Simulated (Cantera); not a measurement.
Input: 1 mol SiH₄, 44 mol H₂, held at 0.133 bar.

Equilibrium computed with Cantera from the NASA thermochemical tables; the gas is ideal and each condensed phase is pure. Candidate condensed phases: Si; 9 gas species. Gases not in the tables: Si₂H₆ and higher silanes. Equilibrium is a limit: real reactors are often held back by kinetics, nucleation or transport.

x: gas mole fraction; n: condensed amount in mol.

```tsv
T (K)	x H₂	x H	x Si	x SiH	x SiH₂	x Si₂	x Si₃	n Si(l)
2323	0.960	0.0292	0.00855	0.00108	0.000494	0.000172	3.18e-5	0.502
2373	0.947	0.0372	0.0131	0.00150	0.000598	0.000286	5.20e-5	0.243
2423	0.933	[?]	0.0174	0.00183	0.000636	[?]	[?]	0
2473	0.921	0.0586	0.0178	0.00172	0.000523	0.000280	2.99e-5	0
2523	0.907	[?]	0.0180	0.00160	[?]	[?]	[?]	0
2573	0.891	0.0888	0.0182	0.00149	0.000353	0.000162	8.17e-6	0
2623	0.872	0.108	0.0182	0.00137	0.000290	0.000123	4.34e-6	0
```

Q: Complete the blanks.

A: 
- 2423, x H: 0.0469
- 2423, x Si₂: 0.000367
- 2423, x Si₃: 5.81e-5
- 2523, x H: 0.0725
- 2523, x SiH₂: 0.000430
- 2523, x Si₂: 0.000213
- 2523, x Si₃: 1.56e-5
